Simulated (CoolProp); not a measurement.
The numbers come from the reference Helmholtz-energy equation of state, Lemmon 2009 in CoolProp.

Question: Give the vapour pressure (MPa), liquid density (kg/m³), liquid viscosity (µPa s) of saturated propane at 238.7, 288.1 K.

Answer: 
| T (K) | p (MPa) | liquid density (kg/m³) | liquid viscosity (µPa s) |
|---|---|---|---|
| 238.7 | 0.140 | 572 | 181 |
| 288.1 | 0.731 | 508 | 108 |

Viscosity comes from a separate model (Vogel 1998).
